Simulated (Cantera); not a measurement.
Cantera run, input and output.

```python
import numpy as np
import cantera as ct

gas = ct.Solution("gri30.yaml")
gas.TPX = 1000, 500000, {'CO': 0.0068, 'O2': 0.036, 'H2O': 0.055, 'N2': 1, 'CH4': 0.005}
inlet = ct.Reservoir(gas, clone=True)

reactor = ct.IdealGasConstPressureReactor(gas, energy="off", clone=False)
exhaust = ct.Reservoir(gas, clone=True)
tau = [27, 5.8, 1.2, 0.27, 0.058, 0.013, 0.0027][0]
for a, b in ((inlet, reactor), (reactor, exhaust)):
    ct.MassFlowController(a, b, mdot=lambda t: reactor.mass / tau)
net = ct.ReactorNet([reactor])
show = ['CO', 'O2', 'H2O', 'H2', 'CO2']

rows = []
print(f"{'tau/s':>10s}{'T/K':>9s}" + "".join(f"{s:>11s}" for s in show))
for tau in [27, 5.8, 1.2, 0.27, 0.058, 0.013, 0.0027]:
    net.initial_time = 0.0
    net.advance(30 * tau)
    before = gas.X
    net.advance(40 * tau)
    drift = np.max(np.abs(gas.X - before) / (gas.X + 1e-9))
    rows.append([gas.T, *gas[show].X, drift])
    print(f"{tau:10.3e}{gas.T:9.1f}" + "".join(f"{x:11.3e}" for x in gas[show].X))
```

It prints:

```
     tau/s      T/K         CO         O2        H2O         H2        CO2
 2.700e+01   1000.0  8.548e-04  2.118e-02  5.889e-02  5.588e-06  9.769e-03
 5.800e+00   1000.0  1.926e-03  2.198e-02  5.857e-02  1.770e-05  8.549e-03
 1.200e+00   1000.0  3.906e-03  2.369e-02  5.774e-02  5.853e-05  6.180e-03
 2.700e-01   1000.0  6.036e-03  2.652e-02  5.585e-02  1.479e-04  3.136e-03
 5.800e-02   1000.0  6.627e-03  3.026e-02  5.236e-02  1.663e-04  7.717e-04
 1.300e-02   1000.0  6.166e-03  3.264e-02  4.987e-02  6.581e-09  1.664e-07
 2.700e-03   1000.0  6.166e-03  3.264e-02  4.987e-02  2.390e-10  8.605e-09
```

Cantera simulation using GRI-Mech 3.0 (53 species, 325 reactions); the numbers are that mechanism's predictions, not measurements.
